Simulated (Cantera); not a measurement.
A freely propagating, adiabatic, planar premixed flame of 3.48 % C₃H₈, 18.9 % O₂, 77.6 % N₂, equivalence ratio 0.92, unburnt at 698 K and 500000 Pa; mixture-averaged transport, grid criteria slope 0.08 and curve 0.16, no radiation.

Computed with Cantera and GRI-Mech 3.0 (53 species, 325 reactions). GRI-Mech 3.0 was tuned for natural gas; its chemistry of propane as a main component is partial and can be far from experiment. Burning velocities carry a grid error of a few per cent, more on coarse grids.

Q: Predict: laminar burning velocity; thermal thickness; peak x(O); peak x(C₂H₆).

A: 
| Property | Value |
|---|---|
| laminar burning velocity | 123 cm/s |
| thermal thickness | 0.0745 mm |
| peak x(O) | 0.00375 |
| peak x(C₂H₆) | 0.000965 |
